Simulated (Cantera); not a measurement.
## Low-pressure radical oxidation in H2/O2

A perfectly stirred reactor is fed with H2 : O2 = 0.26 : 1 (molar parts), at 2670 Pa; it is held at 998 K, and followed from long to short residence time.

Model: GRI-Mech 3.0 (53 species, 325 reactions), integrated in Cantera. Radical loss at walls, strong at low pressure, is not modelled. The temperature is held fixed by assumption; the heat of reaction is taken as removed at once.

```json
[
 {"τ (s)": "12", "x H2": "0.000249", "x O2": "0.770", "x OH": "0.000187", "x HO2": "4.68e-6", "x O": "0.000104", "x H": "7.17e-6", "x H2O": "0.230"},
 {"τ (s)": "4.4", "x H2": "0.000472", "x O2": "0.770", "x OH": "0.000262", "x HO2": "7.41e-6", "x O": "0.000202", "x H": "1.96e-5", "x H2O": "0.229"},
 {"τ (s)": "1.6", "x H2": "0.000884", "x O2": "0.769", "x OH": "0.000375", "x HO2": "1.11e-5", "x O": "0.000391", "x H": "5.38e-5", "x H2O": "0.229"},
 {"τ (s)": "0.55", "x H2": "0.00168", "x O2": "0.769", "x OH": "0.000559", "x HO2": "1.59e-5", "x O": "0.000769", "x H": "0.000156", "x H2O": "0.228"},
 {"τ (s)": "0.19", "x H2": "0.00310", "x O2": "0.768", "x OH": "0.000849", "x HO2": "2.12e-5", "x O": "0.00147", "x H": "0.000449", "x H2O": "0.226"},
 {"τ (s)": "0.069", "x H2": "0.00546", "x O2": "0.767", "x OH": "0.00128", "x HO2": "2.61e-5", "x O": "0.00266", "x H": "0.00122", "x H2O": "0.222"},
 {"τ (s)": "0.024", "x H2": "0.00975", "x O2": "0.765", "x OH": "0.00198", "x HO2": "3.02e-5", "x O": "0.00481", "x H": "0.00340", "x H2O": "0.215"},
 {"τ (s)": "0.0086", "x H2": "0.0170", "x O2": "0.760", "x OH": "0.00299", "x HO2": "3.24e-5", "x O": "0.00827", "x H": "0.00887", "x H2O": "0.203"},
 {"τ (s)": "0.0030", "x H2": "0.0299", "x O2": "0.752", "x OH": "0.00431", "x HO2": "3.19e-5", "x O": "0.0135", "x H": "0.0214", "x H2O": "0.178"},
 {"τ (s)": "0.0011", "x H2": "0.0516", "x O2": "0.744", "x OH": "0.00547", "x HO2": "2.84e-5", "x O": "0.0185", "x H": "0.0393", "x H2O": "0.141"},
 {"τ (s)": "0.00038", "x H2": "0.0951", "x O2": "0.748", "x OH": "0.00556", "x HO2": "2.25e-5", "x O": "0.0179", "x H": "0.0450", "x H2O": "0.0887"}
]
```
x: mole fraction; the columns are a selection and need not sum to one.
